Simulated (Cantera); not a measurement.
Input: 1 mol CH4, 0.15 mol H2O, 0.54 mol N2, equilibrated at 723.15 K.

Cantera equilibrium calculation (NASA polynomials, part measured and part estimated; ideal gas, pure solids and liquids). Candidate condensed phases: C, C6H6, C7H8, C8H18, H2O; 136 gas species. The ideal-gas law is rough above about 30 bar. Equilibrium is a limit: real reactors are often held back by kinetics, nucleation or transport.

**Question.** What share of the C ends up in condensed phases as a function of P (Pa), at 10, 160, 2500, 40000, 630000, 10000000?

**Answer.** 
```tsv
P (Pa)	C condensed (%)	as
10	85.3	C(graphite)
160	87.2	C(graphite)
2500	80.3	C(graphite)
40000	37.1	C(graphite)
630000	10.1	C(graphite)
10000000	2.2	C(graphite)
```
